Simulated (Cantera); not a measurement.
## TiCl₄ + CH₄ (titanium nitride, carbide and oxide coatings)

Input: 1 mol TiCl₄, 0.55 mol CH₄, equilibrated at 0.990 bar.

Cantera equilibrium calculation (NASA polynomials, part measured and part estimated; ideal gas, pure solids and liquids). Candidate condensed phases: C, C₆H₆, C₇H₈, C₈H₁₈, Ti, TiC, TiCl₂, TiCl₃, TiCl₄; 96 gas species. The tables' values for TiCl₂ are old estimates; treat these amounts as uncertain. TiC: taken at fixed stoichiometry. Equilibrium is a limit: real reactors are often held back by kinetics, nucleation or transport.

| T (K) | x H₂ | x TiCl₄ | x HCl | x TiCl₃ | x CH₄ | x TiCl₂ | n C(graphite) | n TiC(s) |
|---|---|---|---|---|---|---|---|---|
| 1100 | 0.434 | 0.418 | 0.123 | 0.0183 | 0.00669 | 1.62e-7 | 0.479 | 0.0568 |
| 1150 | 0.419 | 0.400 | 0.152 | 0.0255 | 0.00406 | 4.76e-7 | 0.472 | 0.0691 |
| 1200 | 0.401 | 0.380 | 0.182 | 0.0343 | 0.00251 | 1.27e-6 | 0.463 | 0.0819 |
| 1250 | 0.381 | 0.359 | 0.214 | 0.0447 | 0.00158 | 3.12e-6 | 0.452 | 0.0947 |
| 1300 | 0.360 | 0.337 | 0.246 | 0.0565 | 0.00101 | 7.09e-6 | 0.440 | 0.107 |
| 1350 | 0.339 | 0.314 | 0.277 | 0.0695 | 0.000655 | 1.50e-5 | 0.429 | 0.119 |
| 1400 | 0.318 | 0.290 | 0.308 | 0.0836 | 0.000432 | 3.01e-5 | 0.418 | 0.131 |
| 1450 | 0.298 | 0.266 | 0.338 | 0.0982 | 0.000289 | 5.69e-5 | 0.408 | 0.141 |
x: gas mole fraction; n: condensed amount in mol.

From 1100 K to 1450 K the condensed part is C(graphite) + TiC(s). The main Ti-bearing gas is TiCl₄ throughout. The share of Ti in condensed phases is highest at 1450 K (14.1 %) and lowest at 1100 K (5.7 %).
